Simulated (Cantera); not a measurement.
Feed: 1 mol S, 1.2 mol H2O, 26 mol N2, held at 823.15 K and 75.0 Torr.

These are equilibrium values from Cantera (NASA tables, ideal gas, pure condensed phases), not measurements of a reactor. Gases not in the tables: S3 to S7. Rates play no part.

```json
[
 {"species": "N2", "before": "0.941", "after": "0.805"},
 {"species": "H2O", "before": "0.0350", "after": "0.168"},
 {"species": "H2S", "before": "0.00819", "after": "0.0143"},
 {"species": "S2", "before": "0.0118", "after": "0.00456"},
 {"species": "H2", "before": "0.000173", "after": "0.000489"},
 {"species": "SO2", "before": "0.00414", "after": "0.00739"},
 {"species": "S2O", "before": "8.37e-5", "after": "5.47e-5"}
]
```
Gas species are given as mole fractions.

Task: Which change was made?
A) temperature from 823.15 K to 2498 K
B) H2O from 1.2 to 5.9 mol
C) temperature from 823.15 K to 2775 K
D) H2O from 1.2 to 0.066 mol

Result: B, H2O from 1.2 to 5.9 mol
